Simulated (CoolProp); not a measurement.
Properties of carbonyl sulfide along the isobar 7.84 bar.

Computed with CoolProp (reference Helmholtz-energy equation of state, Lemmon 2006). It is a short technical equation, of lower accuracy than the large ones.

```json
[
 {"T (K)": "163.2", "phase": "liquid", "cp (kJ/(kg K))": "1.178", "cv (kJ/(kg K))": "0.7594", "Joule-Thomson coefficient (K/MPa)": "-0.4928"},
 {"T (K)": "187.7", "phase": "liquid", "cp (kJ/(kg K))": "1.163", "cv (kJ/(kg K))": "0.7266", "Joule-Thomson coefficient (K/MPa)": "…"},
 {"T (K)": "212.3", "phase": "liquid", "cp (kJ/(kg K))": "1.171", "cv (kJ/(kg K))": "0.7101", "Joule-Thomson coefficient (K/MPa)": "-0.4498"},
 {"T (K)": "236.8", "phase": "liquid", "cp (kJ/(kg K))": "1.197", "cv (kJ/(kg K))": "0.7031", "Joule-Thomson coefficient (K/MPa)": "-0.3943"},
 {"T (K)": "261.3", "phase": "liquid", "cp (kJ/(kg K))": "1.244", "cv (kJ/(kg K))": "0.7017", "Joule-Thomson coefficient (K/MPa)": "-0.3058"},
 {"T (K)": "285.9", "phase": "gas", "cp (kJ/(kg K))": "0.8118", "cv (kJ/(kg K))": "0.5876", "Joule-Thomson coefficient (K/MPa)": "…"},
 {"T (K)": "310.4", "phase": "gas", "cp (kJ/(kg K))": "0.7867", "cv (kJ/(kg K))": "0.5909", "Joule-Thomson coefficient (K/MPa)": "19.17"},
 {"T (K)": "334.9", "phase": "gas", "cp (kJ/(kg K))": "0.7814", "cv (kJ/(kg K))": "0.6009", "Joule-Thomson coefficient (K/MPa)": "…"},
 {"T (K)": "359.5", "phase": "gas", "cp (kJ/(kg K))": "0.7838", "cv (kJ/(kg K))": "0.6130", "Joule-Thomson coefficient (K/MPa)": "13.15"},
 {"T (K)": "384", "phase": "gas", "cp (kJ/(kg K))": "0.7896", "cv (kJ/(kg K))": "0.6253", "Joule-Thomson coefficient (K/MPa)": "11.23"},
 {"T (K)": "408.5", "phase": "gas", "cp (kJ/(kg K))": "0.7971", "cv (kJ/(kg K))": "0.6375", "Joule-Thomson coefficient (K/MPa)": "9.734"},
 {"T (K)": "433.1", "phase": "gas", "cp (kJ/(kg K))": "…", "cv (kJ/(kg K))": "0.6493", "Joule-Thomson coefficient (K/MPa)": "8.530"},
 {"T (K)": "457.6", "phase": "gas", "cp (kJ/(kg K))": "…", "cv (kJ/(kg K))": "0.6606", "Joule-Thomson coefficient (K/MPa)": "7.553"},
 {"T (K)": "482.1", "phase": "gas", "cp (kJ/(kg K))": "0.8227", "cv (kJ/(kg K))": "0.6713", "Joule-Thomson coefficient (K/MPa)": "6.743"},
 {"T (K)": "506.7", "phase": "gas", "cp (kJ/(kg K))": "0.8312", "cv (kJ/(kg K))": "0.6816", "Joule-Thomson coefficient (K/MPa)": "6.060"}
]
```

Task: What belongs in the gaps?

Result: 
- 187.7, Joule-Thomson coefficient (K/MPa): -0.4818
- 285.9, Joule-Thomson coefficient (K/MPa): 24.27
- 334.9, Joule-Thomson coefficient (K/MPa): 15.69
- 433.1, cp (kJ/(kg K)): 0.8055
- 457.6, cp (kJ/(kg K)): 0.8141
